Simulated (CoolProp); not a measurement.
50 sccm (0 °C, 1 atm) of nitrogen bubbles through liquid 1,2-dichloroethane at 319.8 K and leaves saturated at a total pressure of 0.15 MPa (ideal gas phase). Each further row changes one setting.

The numbers come from the reference Helmholtz-energy equation of state, Thol 2015 in CoolProp.

| case | vapour pressure (kPa) | mole fraction of vapour | delivery (mg/min) | delivery (sccm) | change of delivery for a bath 1 K warmer (%) |
|---|---|---|---|---|---|
| as stated | 27.2 | 0.182 | 49.0 | 11.1 | 5.1 |
| bath temperature 324.8 K | 33.2 | 0.222 | 62.8 | 14.2 | 5.2 |
| total pressure 0.3 MPa | 27.2 | 0.0908 | 22.0 | 4.99 | 4.5 |
